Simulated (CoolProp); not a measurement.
Octamethyltrisiloxane (MDM) along the isobar 61.4 bar: density (kg/m³) from the reference equation and from simpler models built on Tc = 292.2 °C, pc = 14.38 bar, ω = 0.528; each cubic takes its own stable root.

Computed with CoolProp (reference Helmholtz-energy equation of state, Thol 2017).

| T (°C) | phase | reference |
|---|---|---|
| 42.45 | liquid | 807.1 |
| 50.25 | liquid | 799.7 |
| 57.95 | liquid | 792.3 |
| 65.75 | liquid | 784.8 |
| 73.45 | liquid | 777.4 |
| 81.25 | liquid | 769.8 |
| 88.95 | liquid | 762.3 |
| 96.75 | liquid | 754.6 |
| 104.45 | liquid | 747.0 |
| 112.25 | liquid | 739.3 |
| 119.95 | liquid | 731.6 |
| 127.75 | liquid | 723.7 |
| 135.45 | liquid | 715.9 |
| 143.25 | liquid | 708.0 |

Problem. How far does each simpler model (Redlich-Kwong, Soave-Redlich-Kwong, Peng-Robinson) lie from the reference over these 14 states: mean and median of the absolute difference, and the worst?

Solution. 
- Redlich-Kwong: mean 12.3 %, median 12.3 %, worst -13.3 % at 42.45 °C and 61.4 bar
- Soave-Redlich-Kwong: mean 8.1 %, median 8.0 %, worst -9.6 % at 42.45 °C and 61.4 bar
- Peng-Robinson: mean 3.2 %, median 3.3 %, worst +4.6 % at 143.25 °C and 61.4 bar
